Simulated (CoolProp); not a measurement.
Methane along the isobar 162 bar: fugacity coefficient from the reference equation and from simpler models built on Tc = -82.6 °C, pc = 45.99 bar, ω = 0.011; each cubic takes its own stable root.

Values from CoolProp's reference Helmholtz-energy equation of state, Setzmann 1991.

```json
[
 {"T (°C)": "-168.15", "phase": "liquid", "reference": "0.006691", "van der Waals": "0.03645", "Redlich-Kwong": "0.004307", "Soave-Redlich-Kwong": "0.006437"},
 {"T (°C)": "-163.75", "phase": "liquid", "reference": "0.009671", "van der Waals": "0.04484", "Redlich-Kwong": "0.006758", "Soave-Redlich-Kwong": "0.009399"},
 {"T (°C)": "-159.45", "phase": "liquid", "reference": "0.01344", "van der Waals": "0.05403", "Redlich-Kwong": "0.01004", "Soave-Redlich-Kwong": "0.01317"},
 {"T (°C)": "-155.15", "phase": "liquid", "reference": "0.01816", "van der Waals": "0.06418", "Redlich-Kwong": "0.01437", "Soave-Redlich-Kwong": "0.01795"},
 {"T (°C)": "-150.75", "phase": "liquid", "reference": "0.02411", "van der Waals": "0.07555", "Redlich-Kwong": "0.02004", "Soave-Redlich-Kwong": "0.02399"},
 {"T (°C)": "-146.45", "phase": "liquid", "reference": "0.03110", "van der Waals": "0.08759", "Redlich-Kwong": "0.02692", "Soave-Redlich-Kwong": "0.03114"},
 {"T (°C)": "-142.15", "phase": "liquid", "reference": "0.03935", "van der Waals": "0.1005", "Redlich-Kwong": "0.03523", "Soave-Redlich-Kwong": "0.03961"},
 {"T (°C)": "-137.85", "phase": "liquid", "reference": "0.04891", "van der Waals": "0.1143", "Redlich-Kwong": "0.04506", "Soave-Redlich-Kwong": "0.04947"},
 {"T (°C)": "-133.45", "phase": "liquid", "reference": "0.06011", "van der Waals": "0.1291", "Redlich-Kwong": "0.05674", "Soave-Redlich-Kwong": "0.06106"},
 {"T (°C)": "-129.15", "phase": "liquid", "reference": "0.07245", "van der Waals": "0.1444", "Redlich-Kwong": "0.06977", "Soave-Redlich-Kwong": "0.07387"},
 {"T (°C)": "-124.85", "phase": "liquid", "reference": "0.08618", "van der Waals": "0.1604", "Redlich-Kwong": "0.08438", "Soave-Redlich-Kwong": "0.08815"},
 {"T (°C)": "-120.55", "phase": "liquid", "reference": "0.1013", "van der Waals": "0.1770", "Redlich-Kwong": "0.1005", "Soave-Redlich-Kwong": "0.1039"},
 {"T (°C)": "-116.15", "phase": "liquid", "reference": "0.1182", "van der Waals": "0.1945", "Redlich-Kwong": "0.1186", "Soave-Redlich-Kwong": "0.1215"},
 {"T (°C)": "-111.85", "phase": "liquid", "reference": "0.1359", "van der Waals": "0.2122", "Redlich-Kwong": "0.1377", "Soave-Redlich-Kwong": "0.1400"},
 {"T (°C)": "-107.55", "phase": "liquid", "reference": "0.1550", "van der Waals": "0.2302", "Redlich-Kwong": "0.1580", "Soave-Redlich-Kwong": "0.1599"}
]
```
